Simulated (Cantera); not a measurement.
Charge: 1 mol Ti, 2.9 mol H2O, 280 mol H2, 8.5 mol CH4, held at 218 Torr.

These are equilibrium values from Cantera (NASA tables, ideal gas, pure condensed phases), not measurements of a reactor. Candidate condensed phases: C, C6H6, C7H8, C8H18, H2O, Ti, TiC, TiO, TiO2, Ti2O3, Ti3O5, Ti4O7; 113 gas species. TiC: taken at fixed stoichiometry. Rates play no part.

Over these rows the condensed part is C(graphite) + TiC(s). Partial pressures as log10 of bar:

```
T (K)  1000/T (1/K)  log p C2H2 (acetylene)  log p H2
-----  ------------  ----------------------  --------
1325         0.7547                   -6.61     -0.54
1400         0.7143                       ?     -0.54
1475         0.6780                   -5.72     -0.54
1550         0.6452                   -5.34     -0.54
1625         0.6154                   -4.99     -0.54
1700         0.5882                   -4.68     -0.54
```

### Question
Fit log p(C2H2 (acetylene)) = a + b·(1000/T) to the five rows, give the apparent enthalpy, and predict the row at 1400 K.

### Answer
Means: 1000/T = 0.6563, log p = -5.468. Sxy = -0.192475, Sxx = 0.0165871, so b = -11.60 and a = -5.468 − (-11.60)×0.6563 = 2.15.
Apparent enthalpy: −19.145 × (-11.60) = 222 kJ/mol. With the condensed phases at unit activity, 2 C(graphite) + H2(g) = C2H2 (acetylene)(g) links this pressure to the main gases: over the six rows their terms move log p by +0.00 in all, so the slope is close to that reaction's ΔH°. The five rows lie within 0.01 of the line.
Prediction at 1400 K: 2.15 + (-11.60)×0.7143 = -6.14. The computed value is -6.14, 0.00 from the line.
